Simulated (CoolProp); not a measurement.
A simple Rankine cycle with n-hexane: condensing at 311.15 K, boiler at 2.15 MPa, turbine inlet 524.4 K, turbine efficiency 0.7, pump efficiency 0.8, no recuperator. Each further row changes one setting.

Model: reference Helmholtz-energy equation of state, Thol 2019, in CoolProp.

```json
[
 {"case": "as stated", "thermal efficiency (%)": "15.4", "net work (kJ/kg)": "119", "heat in (kJ/kg)": "773", "turbine exit temperature (K)": "455.7", "volume ratio over the turbine": "73.3"},
 {"case": "turbine inlet 544.4 K", "thermal efficiency (%)": "15.1", "net work (kJ/kg)": "126", "heat in (kJ/kg)": "833", "turbine exit temperature (K)": "477.5", "volume ratio over the turbine": "69.9"},
 {"case": "condensing temperature 303.15 K", "thermal efficiency (%)": "16.2", "net work (kJ/kg)": "128", "heat in (kJ/kg)": "792", "turbine exit temperature (K)": "451.6", "volume ratio over the turbine": "101"},
 {"case": "boiler pressure 1.5 MPa", "thermal efficiency (%)": "14.3", "net work (kJ/kg)": "114", "heat in (kJ/kg)": "793", "turbine exit temperature (K)": "465.9", "volume ratio over the turbine": "46.5"},
 {"case": "turbine efficiency 0.6", "thermal efficiency (%)": "13.1", "net work (kJ/kg)": "101", "heat in (kJ/kg)": "773", "turbine exit temperature (K)": "463.1", "volume ratio over the turbine": "74.5"}
]
```
